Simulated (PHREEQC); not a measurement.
Consider water at 25 °C with 0.0015 mol KHF2, 0.29 mol NaOH and 0.003 mol ZnSO4 per kg of water. Closed to the air; pH follows from the charge balance.

The numbers come from PHREEQC with the ion-association model, wateq4f.dat.

Precipitation was switched off in this run.

Q: Estimate the pH.

A: pH 13.28.

Q: In which forms is Zn present?

A: Zn(OH)4-2 88 %, Zn(OH)3- 12 % of the Zn.

The solution is supersaturated, for example in Zincite(c) (slow to form), so a real one may precipitate; this is no full list.
